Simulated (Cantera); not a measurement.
An isothermal, constant-pressure homogeneous reactor starts with N₂O : N₂ = 1 : 1.9 (molar parts), at 1575 K and 101000 Pa. Integrator tolerance rtol = 1e-08.

Model: GRI-Mech 3.0 (53 species, 325 reactions), integrated in Cantera. GRI-Mech 3.0 was tuned for natural gas; its chemistry of N2O as a main component is partial and can be far from experiment. The temperature is held fixed by assumption; the heat of reaction is taken as removed at once.

| quantity | before | after |
|---|---|---|
| x(N₂O) at 3.00 s | 1.76e-6 (gas-phase equilibrium 9.51e-8) | 6.50e-7 (gas-phase equilibrium 4.21e-8) |
| x(NO) at 3.00 s | 0.0690 (gas-phase equilibrium 0.00151) | 0.0448 (gas-phase equilibrium 0.000633) |
| x(N₂) at 3.00 s | 0.818 (gas-phase equilibrium 0.852) | 0.831 (gas-phase equilibrium 0.853) |
| x(NO₂) at 3.00 s | 0.000219 (gas-phase equilibrium 5.46e-6) | 0.000257 (gas-phase equilibrium 3.94e-6) |
| x(O₂) at 3.00 s | 0.112 (gas-phase equilibrium 0.146) | 0.124 (gas-phase equilibrium 0.147) |

Question: Which change was made?
A) pressure from 101000 Pa to 1330 Pa
B) temperature 1575 to 1400 K
C) N2 1.9 to 0.65 parts
D) temperature 1575 to 1225 K

Answer: B, temperature 1575 to 1400 K
